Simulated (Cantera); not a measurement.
Premixed flame

A freely propagating, adiabatic, planar premixed flame of H₂ : O₂ : N₂ = 1 : 0.746 : 2.81 (molar parts), equivalence ratio 0.67, unburnt at 600 K and 1.00 atm; mixture-averaged transport, grid criteria slope 0.08 and curve 0.16, no radiation.

Cantera simulation using the H2/O2 subset of GRI-Mech 3.0, which has no nitrogen chemistry; the numbers are that mechanism's predictions, not measurements. Burning velocities carry a grid error of a few per cent, more on coarse grids. Lean hydrogen flames are cellular in practice and burn faster than this planar one.

```tsv
z (mm)	T (K)	u (m/s)	x H₂	x O₂	x H₂O	x OH	x O	x H₂O₂
-1.29	600	5.04	0.219	0.164	<1e-8	<1e-8	<1e-8	<1e-8
-0.861	600	5.04	0.219	0.164	<1e-8	<1e-8	<1e-8	<1e-8
-0.646	600	5.04	0.219	0.164	4.40e-8	<1e-8	<1e-8	<1e-8
-0.430	600	5.04	0.219	0.164	1.78e-6	<1e-8	1.22e-8	1.03e-8
-0.215	628	5.22	0.209	0.165	0.00169	8.05e-5	1.35e-5	8.06e-6
-0.108	842	6.82	0.171	0.160	0.0235	0.000796	0.000426	1.79e-5
0	1223	9.63	0.0915	0.125	0.0980	0.00360	0.00524	7.62e-6
0.108	1501	11.7	0.0346	0.0830	0.169	0.00902	0.0119	3.94e-6
0.215	1646	12.8	0.0207	0.0695	0.192	0.0120	0.0132	2.18e-6
0.430	1797	13.8	0.0160	0.0646	0.204	0.0139	0.0112	1.11e-6
0.861	1935	14.7	0.0121	0.0621	0.215	0.0141	0.00787	6.17e-7
1.72	2047	15.5	0.00763	0.0607	0.225	0.0126	0.00471	3.82e-7
3.44	2124	16.0	0.00399	0.0603	0.233	0.00983	0.00238	2.58e-7
```
x: mole fraction of selected species; z is measured from the peak of heat release.

laminar burning velocity: 504 cm/s
thermal thickness: 0.430 mm
peak x(OH): 0.0142
peak x(O): 0.0132
peak x(H₂O₂): 1.87e-5
grid points: 123
